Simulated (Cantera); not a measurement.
CH₃OH + H₂O + N₂ + O₂ (carbon deposition, reforming and gasification)

Charge: 1 mol CH₃OH, 0.025 mol H₂O, 0.23 mol N₂, 0.086 mol O₂, at 0.000350 bar.

Equilibrium computed with Cantera from the NASA thermochemical tables; the gas is ideal and each condensed phase is pure. Candidate condensed phases: C, C₆H₆, C₇H₈, C₈H₁₈, H₂O; 136 gas species. Kinetics and transport are ignored.

From 623 K to 698 K the condensed part is C(graphite). From 773 K to 1523 K nothing is condensed. The main C-bearing gas is CO₂ at 623 K and CO at 1523 K.

```json
[
 {"T (K)": "623", "log p H₂": "-3.66", "log p CO": "-4.75", "log p CO₂": "-4.29", "log p H₂O": "-4.53", "log p N₂": "-4.54", "log p CH₄": "-5.61", "log p H": "<-15", "log p OH": "<-15", "n C(graphite)": "0.429"},
 {"T (K)": "698", "log p H₂": "-3.66", "log p CO": "-4.12", "log p CO₂": "-4.60", "log p H₂O": "-5.13", "log p N₂": "-4.59", "log p CH₄": "-6.38", "log p H": "<-15", "log p OH": "<-15", "n C(graphite)": "0.0915"},
 {"T (K)": "773", "log p H₂": "-3.68", "log p CO": "-4.03", "log p CO₂": "-4.83", "log p H₂O": "-5.19", "log p N₂": "-4.61", "log p CH₄": "-7.87", "log p H": "-13.88", "log p OH": "<-15", "n C(graphite)": "0"},
 {"T (K)": "848", "log p H₂": "-3.68", "log p CO": "-4.02", "log p CO₂": "-4.91", "log p H₂O": "-5.06", "log p N₂": "-4.61", "log p CH₄": "-9.33", "log p H": "-12.56", "log p OH": "<-15", "n C(graphite)": "0"},
 {"T (K)": "923", "log p H₂": "-3.68", "log p CO": "-4.01", "log p CO₂": "-4.98", "log p H₂O": "-4.97", "log p N₂": "-4.61", "log p CH₄": "-10.54", "log p H": "-11.45", "log p OH": "<-15", "n C(graphite)": "0"},
 {"T (K)": "998", "log p H₂": "-3.69", "log p CO": "-4.01", "log p CO₂": "-5.06", "log p H₂O": "-4.90", "log p N₂": "-4.61", "log p CH₄": "-11.56", "log p H": "-10.51", "log p OH": "-14.39", "n C(graphite)": "0"},
 {"T (K)": "1073", "log p H₂": "-3.69", "log p CO": "-4.00", "log p CO₂": "-5.13", "log p H₂O": "-4.86", "log p N₂": "-4.61", "log p CH₄": "-12.44", "log p H": "-9.70", "log p OH": "-13.29", "n C(graphite)": "0"},
 {"T (K)": "1148", "log p H₂": "-3.69", "log p CO": "-3.99", "log p CO₂": "-5.20", "log p H₂O": "-4.83", "log p N₂": "-4.61", "log p CH₄": "-13.19", "log p H": "-8.99", "log p OH": "-12.35", "n C(graphite)": "0"},
 {"T (K)": "1223", "log p H₂": "-3.69", "log p CO": "-3.99", "log p CO₂": "-5.26", "log p H₂O": "-4.80", "log p N₂": "-4.61", "log p CH₄": "-13.84", "log p H": "-8.37", "log p OH": "-11.52", "n C(graphite)": "0"},
 {"T (K)": "1298", "log p H₂": "-3.70", "log p CO": "-3.99", "log p CO₂": "-5.32", "log p H₂O": "-4.78", "log p N₂": "-4.61", "log p CH₄": "-14.42", "log p H": "-7.82", "log p OH": "-10.79", "n C(graphite)": "0"},
 {"T (K)": "1373", "log p H₂": "-3.70", "log p CO": "-3.99", "log p CO₂": "-5.37", "log p H₂O": "-4.77", "log p N₂": "-4.61", "log p CH₄": "-14.93", "log p H": "-7.33", "log p OH": "-10.15", "n C(graphite)": "0"},
 {"T (K)": "1448", "log p H₂": "-3.70", "log p CO": "-3.98", "log p CO₂": "-5.42", "log p H₂O": "-4.76", "log p N₂": "-4.61", "log p CH₄": "-15.39", "log p H": "-6.88", "log p OH": "-9.57", "n C(graphite)": "0"},
 {"T (K)": "1523", "log p H₂": "-3.70", "log p CO": "-3.98", "log p CO₂": "-5.46", "log p H₂O": "-4.75", "log p N₂": "-4.61", "log p CH₄": "<-15", "log p H": "-6.49", "log p OH": "-9.05", "n C(graphite)": "0"}
]
```
log p: log10 of the partial pressure in bar; n: condensed amount in mol.
